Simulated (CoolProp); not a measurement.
A closed Brayton cycle with carbon dioxide: compressor inlet 317.15 K and 7.5 MPa, high pressure 16.5 MPa, turbine inlet 785 K, compressor efficiency 0.8, turbine efficiency 0.93, recuperator effectiveness 0.9 (on enthalpy, no pinch check). Each further row changes one setting.

Computed with CoolProp (reference Helmholtz-energy equation of state, Span 1996).

| case | thermal efficiency (%) | net work (kJ/kg) | compressor to turbine work | compressor exit (K) | turbine exit (K) |
|---|---|---|---|---|---|
| as stated | … | 63.0 | 0.38 | 383.0 | 690.6 |
| turbine inlet 735 K | 29.2 | … | 0.41 | 383.0 | … |
| compressor inlet 327.15 K | … | 57.4 | … | 398.2 | 690.6 |
| high pressure 14 MPa | 29.2 | … | 0.37 | 368.9 | 709.9 |
| recuperator effectiveness 0.5 | … | 63.0 | 0.38 | 383.0 | 690.6 |

Fill in the missing entries.


- as stated, thermal efficiency (%): 31.0
- turbine inlet 735 K, net work (kJ/kg): 55.6
- turbine inlet 735 K, turbine exit (K): 644.3
- compressor inlet 327.15 K, thermal efficiency (%): 29.9
- compressor inlet 327.15 K, compressor to turbine work: 0.44
- high pressure 14 MPa, net work (kJ/kg): 52.0
- recuperator effectiveness 0.5, thermal efficiency (%): 18.3
